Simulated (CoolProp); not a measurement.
Values from CoolProp's reference Helmholtz-energy equation of state, Lemmon 2006. It is a short technical equation, of lower accuracy than the large ones.

Problem. Give the vapour pressure (bar), vapour density (kg/m³), liquid cp (kJ/(kg K)), surface tension (mN/m) of saturated neopentane at 96.95 °C.

Solution. 
```
T (°C)  p (bar)  vapour density (kg/m³)  liquid cp (kJ/(kg K))  surface tension (mN/m)
------  -------  ----------------------  ---------------------  ----------------------
96.95      10.5                    32.1                   2.86                    4.38
```

Surface tension comes from a separate correlation (Mulero 2014).
